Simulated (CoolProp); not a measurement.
Methanol along the isotherm 545 K: fugacity coefficient from the reference equation and from simpler models built on Tc = 513.4 K, pc = 8.216 MPa, ω = 0.565; each cubic takes its own stable root.

Computed with CoolProp (reference Helmholtz-energy equation of state, de Reuck 1993).

```json
[
 {"p (MPa)": "0.26", "phase": "gas", "reference": "0.9923", "van der Waals": "0.9919", "Soave-Redlich-Kwong": "0.9915", "Peng-Robinson": "0.9904"},
 {"p (MPa)": "0.493", "phase": "gas", "reference": "0.9854", "van der Waals": "0.9846", "Soave-Redlich-Kwong": "0.9840", "Peng-Robinson": "0.9818"},
 {"p (MPa)": "0.934", "phase": "gas", "reference": "0.9721", "van der Waals": "0.9709", "Soave-Redlich-Kwong": "0.9697", "Peng-Robinson": "0.9658"},
 {"p (MPa)": "1.77", "phase": "gas", "reference": "0.9468", "van der Waals": "0.9450", "Soave-Redlich-Kwong": "0.9430", "Peng-Robinson": "0.9358"},
 {"p (MPa)": "3.36", "phase": "gas", "reference": "0.8976", "van der Waals": "0.8960", "Soave-Redlich-Kwong": "0.8931", "Peng-Robinson": "___"},
 {"p (MPa)": "6.36", "phase": "gas", "reference": "0.8039", "van der Waals": "___", "Soave-Redlich-Kwong": "___", "Peng-Robinson": "0.7809"},
 {"p (MPa)": "12.1", "phase": "supercritical", "reference": "0.6235", "van der Waals": "0.6103", "Soave-Redlich-Kwong": "0.6342", "Peng-Robinson": "0.6064"},
 {"p (MPa)": "22.9", "phase": "supercritical", "reference": "0.4010", "van der Waals": "___", "Soave-Redlich-Kwong": "0.4463", "Peng-Robinson": "0.4172"},
 {"p (MPa)": "43.3", "phase": "supercritical", "reference": "0.2784", "van der Waals": "0.3611", "Soave-Redlich-Kwong": "0.3490", "Peng-Robinson": "0.3144"},
 {"p (MPa)": "82.2", "phase": "supercritical", "reference": "___", "van der Waals": "0.4152", "Soave-Redlich-Kwong": "0.3435", "Peng-Robinson": "0.2912"}
]
```

Question: Fill in the missing entries.

Answer: 
- 3.36, Peng-Robinson: 0.8804
- 6.36, van der Waals: 0.8032
- 6.36, Soave-Redlich-Kwong: 0.8018
- 22.9, van der Waals: 0.4311
- 82.2, reference: 0.2302
